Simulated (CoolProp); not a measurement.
Vapour pressure (kPa) of sulfur dioxide: the reference equation beside estimates from Tc = 157.5 °C, pc = 7887 kPa, ω = 0.256.

Model: reference Helmholtz-energy equation of state, Gao 2016, in CoolProp.

| T (°C) | reference | Lee-Kesler | van der Waals | Peng-Robinson |
|---|---|---|---|---|
| 48.35 | [?] | [?] | 2179 | 799.0 |
| 51.35 | 873.6 | 876.7 | 2279 | 868.8 |
| 54.45 | 950.9 | 954.5 | 2385 | 945.8 |
| 57.45 | 1031 | [?] | 2492 | 1025 |
| 60.45 | 1115 | 1119 | 2601 | 1109 |
| 63.55 | [?] | 1212 | 2717 | 1202 |
| 66.55 | 1303 | 1308 | [?] | 1297 |
| 69.55 | 1403 | 1409 | 2950 | 1397 |
| 72.65 | [?] | 1519 | 3076 | 1507 |
| 75.65 | 1626 | [?] | 3201 | 1619 |
| 78.65 | 1744 | 1750 | 3328 | [?] |

Some entries are withheld; supply them.


- 48.35, reference: 803.4
- 48.35, Lee-Kesler: 806.1
- 57.45, Lee-Kesler: 1035
- 63.55, reference: 1208
- 66.55, van der Waals: 2832
- 72.65, reference: 1513
- 75.65, Lee-Kesler: 1631
- 78.65, Peng-Robinson: 1738

Absolute difference from the reference over all 11 rows, mean and median: Lee-Kesler 0.4 and 0.4 %, van der Waals 127.4 and 124.9 %, Peng-Robinson 0.5 and 0.5 %.
